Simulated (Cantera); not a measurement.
What does this Cantera script print?

```python
import numpy as np
import cantera as ct

gas_names = """
    CL CLO CL2 H HCL HNO HNO2 HNO3 HOCL HO2 H2 H2O H2O2 N NH NH2 NH3 NH2OH NO NO2 NO3 N2 N2H2 N2H4 N2O O
    OH O2 O3 Ti TiCL TiCL2 TiCL3 TiCL4 TiO TiOCL TiOCL2 TiO2
""".split()
cond_names = """
    H2O(s) H2O(L) NH4CL(a) NH4CL(b) Ti(a) Ti(b) Ti(L) TiCL2(s) TiCL3(s) TiCL4(L) TiN(s) TiN(L) TiO(a)
    TiO(b) TiO(L) TiO2(ru) TiO2(L) Ti2O3(a) Ti2O3(b) Ti2O3(L) Ti3O5(a) Ti3O5(b) Ti3O5(L) Ti4O7(s)
    Ti4O7(L)
""".split()


def load(file, names, dense=False):
    # The tables refer to 1 bar. Condensed volumes are neglected.
    table = {s.name: s for s in ct.Species.list_from_file(file)}
    out = []
    for n in names:
        d = dict(table[n].input_data)
        d["thermo"] = dict(d["thermo"], **{"reference-pressure": 1e5})
        if dense:
            d["equation-of-state"] = {"model": "constant-volume", "density": "1e6 g/cm^3"}
        out.append(ct.Species.from_dict(d))
    return out


gas = ct.Solution(thermo="ideal-gas", species=load("nasa_gas.yaml", gas_names))
cond = {s.name: ct.Solution(thermo="fixed-stoichiometry", species=[s], name=s.name)
        for s in load("nasa_condensed.yaml", cond_names, dense=True)}
atoms = {
    'TiO2': {'Ti': 1, 'O': 2},
    'HCl': {'H': 1, 'CL': 1},
    'N2': {'N': 2},
}
top_T = {'TiCL2(s)': 1300, 'TiCL3(s)': 1000}  # K; cautious upper limits of use, not melting points


def equilibrate(T, P, feed):
    n = {}
    for name, mol in feed.items():
        for a, k in atoms[name].items():
            n[a] = n.get(a, 0.0) + k * mol
    gas.TPX = T, P, n
    mass = sum(n.values()) * gas.mean_molecular_weight
    gas.equilibrate("TP")
    valid = [c for c in cond.values() if c.min_temp <= T <= top_T.get(c.name, c.max_temp)]
    mix = ct.Mixture([(gas, mass / gas.mean_molecular_weight)] + [(c, 0.0) for c in valid])
    mix.T, mix.P = T, P
    mix.equilibrate("TP", solver="vcs", rtol=1e-11, max_steps=5000)
    return mix


results = []
feed = {'TiO2': 1, 'HCl': 8.8, 'N2': 1.3}  # mol
P = 5800  # Pa
for T in [1423, 1473, 1523, 1573, 1623, 1673, 1723, 1773, 1823, 1873, 1923]:
    mix = equilibrate(T, P, feed)
    results.append((T, P, feed, dict(zip(mix.species_names, mix.species_moles))))

top = {s: max(r[3][s] / sum(r[3][g] for g in gas_names) for r in results) for s in gas_names}
cols = sorted((s for s in top if top[s] > 0.001), key=lambda s: -top[s])[:6]
seen = [c for c in cond_names if any(r[3].get(c, 0) > 1e-12 for r in results)]
print("log10 of partial pressures in bar; condensed amounts in mol")
print(f"{'T/K':>10s}" + "".join(f"{s[:9]:>10s}" for s in cols + seen))
for T, P, feed, n in results:
    ng = sum(n[g] for g in gas_names)
    print(f"{T:10.4g}" + "".join(f"{np.log10(max(n[s] / ng * P / 1e5, 1e-99)):10.3f}" for s in cols)
          + "".join(f"{n.get(c, 0):10.4g}" for c in seen))
```

Output:

```
log10 of partial pressures in bar; condensed amounts in mol
       T/K       HCL        N2        CL        H2       H2O     TiCL4  TiO2(ru)
      1423    -1.300    -2.126    -4.284    -4.561    -3.735    -4.045     0.984
      1473    -1.300    -2.127    -4.096    -4.386    -3.711    -4.027    0.9831
      1523    -1.301    -2.127    -3.922    -4.221    -3.688    -4.014    0.9821
      1573    -1.302    -2.127    -3.759    -4.067    -3.665    -4.006    0.9811
      1623    -1.303    -2.127    -3.606    -3.921    -3.641    -4.004      0.98
      1673    -1.304    -2.127    -3.463    -3.784    -3.616    -4.011    0.9787
      1723    -1.306    -2.128    -3.328    -3.655    -3.589    -4.025    0.9772
      1773    -1.308    -2.128    -3.202    -3.532    -3.559    -4.050    0.9754
      1823    -1.311    -2.129    -3.083    -3.417    -3.527    -4.084    0.9732
      1873    -1.314    -2.130    -2.971    -3.307    -3.493    -4.129    0.9705
      1923    -1.318    -2.131    -2.866    -3.204    -3.456    -4.183    0.9673
```

Equilibrium computed with Cantera from the NASA thermochemical tables; the gas is ideal and each condensed phase is pure. The tables' values for TiCl2 are old estimates; treat these amounts as uncertain.
